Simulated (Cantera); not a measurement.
# PbO + H2 + N2 (hydrogen reduction and annealing atmospheres)

Feed: 1 mol PbO, 610 mol H2, 34 mol N2.

These are equilibrium values from Cantera (NASA tables, ideal gas, pure condensed phases), not measurements of a reactor. Candidate condensed phases: H2O, Pb, PbO, PbO2, Pb3O4; 27 gas species. The numbers say what is thermodynamically allowed, not how fast it happens.

Problem. Map the stable condensed phases over T = 850, 900, 950, 1000, 1050, 1100, 1150, 1200, 1250 K and P in Pa = 10, 68, 460, 3200, 22000, 150000, 1000000.

Solution. 
```
T in K \ P in Pa
              10      68     460    3200   22000  150000 1000000
   1250        A       A       A       A       A       B       B
   1200        A       A       A       A       A       B       B
   1150        A       A       A       A       B       B       B
   1100        A       A       A       A       B       B       B
   1050        A       A       A       B       B       B       B
   1000        A       A       A       B       B       B       B
    950        A       A       B       B       B       B       B
    900        A       A       B       B       B       B       B
    850        A       B       B       B       B       B       B
```
A: gas only; B: Pb.
